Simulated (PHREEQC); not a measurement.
Dissolve 5.17 mmol/kgw CaSO4, 0.39 mmol/kgw Na2HPO4 and 0.71 mmol/kgw KCl at 84 °C. Closed to the air; pH follows from the charge balance.

Equilibrium calculation in PHREEQC: ion-association model, phreeqc.dat.

Precipitation was switched off in this run.

**Question.** Order these S species by the share of S that they hold, largest first: SO4-2, NaSO4-, CaSO4, KSO4-.

**Answer.** SO4-2 (76 %), CaSO4 (24 %), KSO4- (0.49 %), NaSO4- (0.23 %)

The pH is 7.40 and the ionic strength 0.0166 mol/kgw. Examples of supersaturated solids here: Hydroxyapatite. Others may be too. Away from 25 °C the constants follow the database's enthalpies or fits; those with neither stay at their 25 °C values.
